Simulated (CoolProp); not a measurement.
Properties of octamethyltrisiloxane (MDM) along the isobar 637 kPa (Tc = 292.2 °C, pc = 1438 kPa, ω = 0.528).

Model: reference Helmholtz-energy equation of state, Thol 2017, in CoolProp.

```tsv
T (°C)	phase	density (kg/m³)	Joule-Thomson coefficient (K/MPa)	expansivity (1/kK)	fugacity coefficient
139.15	liquid	693.8	-0.2028	1.719	___
149.75	liquid	___	-0.1650	1.807	0.1459
160.35	liquid	667.7	-0.1212	___	0.1885
170.95	liquid	653.9	-0.06961	2.030	___
181.55	liquid	639.5	-0.007564	2.176	0.2983
192.15	liquid	624.4	0.06871	___	0.3662
202.75	liquid	608.3	___	___	0.4432
213.35	liquid	591.0	0.2914	2.870	0.5290
223.95	liquid	572.2	0.4650	3.269	0.6234
```

Task: Fill in the missing entries.

Result: 
- 139.15, fugacity coefficient: 0.1107
- 149.75, density (kg/m³): 681.0
- 160.35, expansivity (1/kK): 1.909
- 170.95, fugacity coefficient: 0.2391
- 192.15, expansivity (1/kK): 2.354
- 202.75, Joule-Thomson coefficient (K/MPa): 0.1651
- 202.75, expansivity (1/kK): 2.579
